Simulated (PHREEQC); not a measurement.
Make-up at 20 °C: 110 mmol/kgw (NH4)2SO4. Closed to the air; pH follows from the charge balance.

Computed with PHREEQC (ion-association model, phreeqc.dat).

```
quantity                   before     after
------------------------  -------  --------
pH                           5.45      4.87
ionic strength (mol/kgw)    0.251     0.260
NH4+ (mol/kgw)              0.180     0.185
NH3 (mol/kgw)             1.26e-5  0.000190
```

Task: What was changed between the two runs?
A. (NH4)2SO4 from 0.11 to 0.55 mol/kgw
B. (NH4)2SO4 from 0.11 to 0.099 mol/kgw
C. temperature from 20 to 60 °C
D. temperature from 20 to 90 °C
E. (NH4)2SO4 from 0.11 to 0.011 mol/kgw

Result: D, temperature from 20 to 90 °C

No solid was allowed to form. Constants without temperature data keep their 25 °C values here.
